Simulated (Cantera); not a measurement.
A freely propagating, adiabatic, planar premixed flame of H₂ : O₂ : N₂ : H₂O = 1 : 0.25 : 0.8 : 0.012 (molar parts), equivalence ratio 2.0, unburnt at 475 K and 5.40 bar; mixture-averaged transport, grid criteria slope 0.08 and curve 0.16, no radiation.

Computed with Cantera and the H2/O2 subset of GRI-Mech 3.0, which has no nitrogen chemistry. The hydrogen kinetics of GRI-Mech 3.0 are dated; newer H2 mechanisms differ, most at raised pressure. Burning velocities carry a grid error of a few per cent, more on coarse grids.

x: mole fraction of selected species; z is measured from the peak of heat release.

```json
[
 {"z (mm)": "-0.137", "T (K)": "475", "u (m/s)": "6.85", "x H₂": "0.485", "x O₂": "0.121", "x OH": "<1e-8", "x H₂O₂": "<1e-8", "x H₂O": "0.00582", "x O": "<1e-8"},
 {"z (mm)": "-0.0913", "T (K)": "475", "u (m/s)": "6.85", "x H₂": "0.485", "x O₂": "0.121", "x OH": "<1e-8", "x H₂O₂": "<1e-8", "x H₂O": "0.00582", "x O": "<1e-8"},
 {"z (mm)": "-0.0685", "T (K)": "475", "u (m/s)": "6.85", "x H₂": "0.485", "x O₂": "0.121", "x OH": "<1e-8", "x H₂O₂": "<1e-8", "x H₂O": "0.00582", "x O": "<1e-8"},
 {"z (mm)": "-0.0457", "T (K)": "476", "u (m/s)": "6.86", "x H₂": "0.484", "x O₂": "0.121", "x OH": "<1e-8", "x H₂O₂": "3.73e-8", "x H₂O": "0.00583", "x O": "3.68e-8"},
 {"z (mm)": "-0.0228", "T (K)": "533", "u (m/s)": "7.55", "x H₂": "0.474", "x O₂": "0.123", "x OH": "…", "x H₂O₂": "1.95e-5", "x H₂O": "0.00774", "x O": "8.31e-6"},
 {"z (mm)": "-0.0114", "T (K)": "849", "u (m/s)": "11.6", "x H₂": "0.435", "x O₂": "0.115", "x OH": "…", "x H₂O₂": "8.56e-5", "x H₂O": "0.0351", "x O": "0.000237"},
 {"z (mm)": "0", "T (K)": "1289", "u (m/s)": "17.1", "x H₂": "0.366", "x O₂": "0.0852", "x OH": "…", "x H₂O₂": "2.97e-5", "x H₂O": "0.104", "x O": "0.00152"},
 {"z (mm)": "0.0114", "T (K)": "1603", "u (m/s)": "21.1", "x H₂": "0.298", "x O₂": "0.0428", "x OH": "…", "x H₂O₂": "4.18e-6", "x H₂O": "0.186", "x O": "0.00247"},
 {"z (mm)": "0.0228", "T (K)": "1771", "u (m/s)": "23.2", "x H₂": "0.260", "x O₂": "0.0166", "x OH": "0.00458", "x H₂O₂": "2.00e-6", "x H₂O": "0.236", "x O": "0.00187"},
 {"z (mm)": "0.0457", "T (K)": "1916", "u (m/s)": "24.9", "x H₂": "0.245", "x O₂": "0.00243", "x OH": "…", "x H₂O₂": "8.83e-7", "x H₂O": "0.265", "x O": "0.000932"},
 {"z (mm)": "0.0913", "T (K)": "2030", "u (m/s)": "26.2", "x H₂": "0.250", "x O₂": "0.000333", "x OH": "…", "x H₂O₂": "4.28e-7", "x H₂O": "0.272", "x O": "0.000530"},
 {"z (mm)": "0.183", "T (K)": "2128", "u (m/s)": "27.3", "x H₂": "0.258", "x O₂": "0.000130", "x OH": "…", "x H₂O₂": "2.19e-7", "x H₂O": "0.275", "x O": "0.000267"},
 {"z (mm)": "0.365", "T (K)": "2203", "u (m/s)": "28.1", "x H₂": "0.264", "x O₂": "5.40e-5", "x OH": "…", "x H₂O₂": "1.07e-7", "x H₂O": "0.278", "x O": "0.000111"}
]
```

Complete the blanks.


- -0.0228, x OH: 4.22e-5
- -0.0114, x OH: 0.00103
- 0, x OH: 0.00194
- 0.0114, x OH: 0.00365
- 0.0457, x OH: 0.00495
- 0.0913, x OH: 0.00454
- 0.183, x OH: 0.00359
- 0.365, x OH: 0.00249
